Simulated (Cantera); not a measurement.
Thermodynamics of carbon deposition, reforming and gasification, feed C3H6 + O2

A closed system holds: 1 mol C3H6, 0.069 mol O2, equilibrated at 1375 K.

These are equilibrium values from Cantera (NASA tables, ideal gas, pure condensed phases), not measurements of a reactor. Candidate condensed phases: C, C6H6, C7H8, C8H18, H2O; 110 gas species. The ideal-gas law is rough above about 30 bar. Rates play no part.

```
P (Pa)     x H2     x CH4    x CO     x H2O     x CO2       x H  n C(graphite)
--------  -----  --------  ------  --------  --------  --------  -------------
10        0.956   4.55e-7  0.0440   1.93e-8  4.30e-10  0.000335           2.86
46        0.956   2.09e-6  0.0440   8.90e-8   1.98e-9  0.000156           2.86
220       0.956   1.00e-5  0.0440   4.26e-7   9.47e-9   7.14e-5           2.86
1000      0.956   4.55e-5  0.0440   1.93e-6   4.30e-8   3.35e-5           2.86
4600      0.956  0.000209  0.0440   8.90e-6   1.98e-7   1.56e-5           2.86
22000     0.955  0.000999  0.0440   4.25e-5   9.47e-7   7.14e-6           2.86
100000    0.951   0.00450  0.0440  0.000193   4.31e-6   3.34e-6           2.85
460000    0.935    0.0200  0.0440  0.000871   1.98e-5   1.54e-6           2.80
2200000   0.869    0.0828  0.0438   0.00385   9.37e-5   6.81e-7           2.63
10000000  0.701     0.244  0.0413    0.0133  0.000379   2.87e-7           2.29
```
x: gas mole fraction; n: condensed amount in mol.

From 0.000100 bar to 100 bar the condensed part is C(graphite). The main C-bearing gas is CO at 0.000100 bar and CH4 at 100 bar.
